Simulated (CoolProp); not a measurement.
Properties of R245fa along the isobar 10.9 MPa (Tc = 427.0 K, pc = 3.651 MPa, ω = 0.378).

Computed with CoolProp (reference Helmholtz-energy equation of state, Akasaka 2015).

```
T (K)   phase       Z  cv (kJ/(kg K))  fugacity coefficient
-----  ------  ------  --------------  --------------------
250.9  liquid  0.4738          0.8571              0.002527
254.6  liquid  0.4696          0.8623              0.003078
258.2  liquid  0.4656          0.8674              0.003704
261.8  liquid  0.4618          0.8726              0.004428
265.4  liquid  0.4581          0.8779              0.005262
269.1  liquid  0.4545          0.8834              0.006245
272.7  liquid  0.4511          0.8887              0.007334
276.3  liquid  0.4478          0.8942              0.008568
279.9  liquid  0.4446          0.8996              0.009958
283.6  liquid  0.4415          0.9052               0.01156
287.2  liquid  0.4387          0.9107               0.01331
290.8  liquid  0.4359          0.9162               0.01524
294.4  liquid  0.4332          0.9217               0.01739
298.1  liquid  0.4306          0.9273               0.01982
301.7  liquid  0.4282          0.9328               0.02242
```
